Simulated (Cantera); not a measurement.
Input: 1 mol B₂O₃, 9.6 mol HCl, 45 mol H₂, 7.3 mol BCl₃, held at 0.100 bar.

Equilibrium computed with Cantera from the NASA thermochemical tables; the gas is ideal and each condensed phase is pure. Candidate condensed phases: B, B₂O₃, B₃O₃H₃, H₂O; 33 gas species. Gases not in the tables: BHCl₂. The numbers say what is thermodynamically allowed, not how fast it happens.

Problem. Which condensed phases are stable at each of these points (T (K)): 925, 975, 1025, 1075, 1125, 1175, 1225, 1275?

Solution. 
```json
[
 {"T (K)": "925", "condensed phases": "gas only", "B condensed (%)": "0.0"},
 {"T (K)": "975", "condensed phases": "gas only", "B condensed (%)": "0.0"},
 {"T (K)": "1025", "condensed phases": "gas only", "B condensed (%)": "0.0"},
 {"T (K)": "1075", "condensed phases": "gas only", "B condensed (%)": "0.0"},
 {"T (K)": "1125", "condensed phases": "gas only", "B condensed (%)": "0.0"},
 {"T (K)": "1175", "condensed phases": "B(s)", "B condensed (%)": "0.4"},
 {"T (K)": "1225", "condensed phases": "B(s)", "B condensed (%)": "5.4"},
 {"T (K)": "1275", "condensed phases": "B(s)", "B condensed (%)": "10.4"}
]
```

From 925 K to 1125 K nothing is condensed. From 1175 K to 1275 K the condensed part is B(s).
